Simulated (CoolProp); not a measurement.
Vapour pressure (MPa) of acetone: the reference equation beside estimates from Tc = 235.0 °C, pc = 4.692 MPa, ω = 0.307.

Computed with CoolProp (reference Helmholtz-energy equation of state, Lemmon 2006). It is a short technical equation, of lower accuracy than the large ones.

```csv
T (°C),reference,Lee-Kesler,van der Waals,Redlich-Kwong,Soave-Redlich-Kwong,Peng-Robinson
-5.65,0.006842,0.006181,0.1834,0.02107,0.006330,0.006744
15.95,0.02050,0.01916,0.2980,0.05379,0.01945,0.02022
37.65,0.05166,0.04965,0.4552,0.1173,0.05001,0.05104
59.35,0.1132,0.1112,0.6610,0.2262,0.1114,0.1122
81.05,0.2221,0.2216,0.9209,0.3962,0.2215,0.2210
102.75,0.3993,0.4022,1.240,0.6435,0.4022,0.3988
124.45,0.6689,0.6769,1.623,0.9842,0.6789,0.6708
146.15,1.058,1.072,2.073,1.433,1.080,1.065
167.85,1.599,1.617,2.595,2.006,1.635,1.614
189.55,2.327,2.346,3.192,2.714,2.378,2.353
```

Absolute difference from the reference over all 10 rows, mean and median: Lee-Kesler 2.7 and 1.3 %, van der Waals 606.2 and 262.6 %, Redlich-Kwong 86.1 and 69.8 %, Soave-Redlich-Kwong 2.6 and 2.1 %, Peng-Robinson 0.9 and 0.9 %.
